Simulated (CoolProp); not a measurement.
Properties of octamethylcyclotetrasiloxane (D4) along the isotherm 361 K (Tc = 586.5 K, pc = 1.347 MPa, ω = 0.598).

Computed with CoolProp (reference Helmholtz-energy equation of state, Thol 2015).

| p (MPa) | phase | Z | cp (kJ/(kg K)) | speed of sound (m/s) | Joule-Thomson coefficient (K/MPa) | isothermal compressibility (1/MPa) |
|---|---|---|---|---|---|---|
| 0.0426 | liquid | 0.004796 | 1.789 | 714.4 | -0.3247 | 0.002656 |
| 0.0663 | liquid | 0.007463 | 1.789 | 714.6 | -0.3248 | 0.002654 |
| 0.103 | liquid | 0.01159 | 1.789 | 715.0 | -0.3250 | 0.002651 |
| 0.161 | liquid | 0.01812 | 1.789 | 715.5 | -0.3253 | 0.002646 |
| 0.25 | liquid | 0.02813 | 1.789 | 716.4 | -0.3258 | 0.002638 |
| 0.39 | liquid | 0.04387 | 1.789 | 717.8 | -0.3265 | 0.002627 |
| 0.607 | liquid | 0.06823 | 1.788 | 719.9 | -0.3277 | 0.002609 |
| 0.945 | liquid | 0.1061 | 1.788 | 723.2 | -0.3294 | 0.002582 |
| 1.47 | liquid | 0.1649 | 1.787 | 728.2 | -0.3320 | 0.002541 |
| 2.29 | liquid | 0.2563 | 1.785 | 736.0 | -0.3358 | 0.002481 |
| 3.57 | liquid | 0.3984 | 1.783 | 747.7 | -0.3414 | 0.002392 |
| 5.56 | liquid | 0.6175 | 1.780 | 765.2 | -0.3492 | 0.002269 |
| 8.65 | liquid | 0.9543 | 1.776 | 790.9 | -0.3596 | 0.002104 |
| 13.5 | liquid | 1.475 | 1.771 | 828.0 | -0.3728 | 0.001893 |
